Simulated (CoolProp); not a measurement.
A single-stage vapour-compression cycle with the fluid: evaporating at 271.15 K (dew point), condensing at 334.15 K (bubble point), superheat 10 K, subcooling 5 K, compressor efficiency 0.8, no pressure losses. The same conditions are run with several fluids, on thermodynamics alone (safety and materials aside).

Computed with CoolProp (reference Helmholtz-energy equation of state of each fluid (R1224YDZ: Akasaka 2023; R1336mzz(Z): McLinden 2020; R143a: Lemmon and Jacobsen 2000; n-perfluorobutane: Gao 2022; R227EA: Lemmon 2016; hydrogen sulfide: Lemmon 2006)).

Task: Rank R1224YDZ, R1336mzz(Z), R143a, n-perfluorobutane, R227EA, hydrogen sulfide by cooling COP, highest first.

Result: R1224YDZ (2.66), R1336mzz(Z) (2.64), hydrogen sulfide (2.46), R227EA (2.17), R143a (2.09), n-perfluorobutane (1.82)

| fluid | pressure ratio | discharge temperature (K) | refrigerating effect (kJ/kg) | volumetric capacity (kJ/m³) |
|---|---|---|---|---|
| R1224YDZ | 8.96 | 345.7 | 118 | 387 |
| R1336mzz(Z) | 11.2 | 338.6 | 117 | 188 |
| R143a | 5.05 | 359.1 | 103 | 2470 |
| n-perfluorobutane | 7.27 | 334.2 | 39.2 | 422 |
| R227EA | 6.65 | 334.3 | 64.2 | 903 |
| hydrogen sulfide | 4.56 | 435.4 | 346 | 5440 |

The compression ends wet for: n-perfluorobutane.
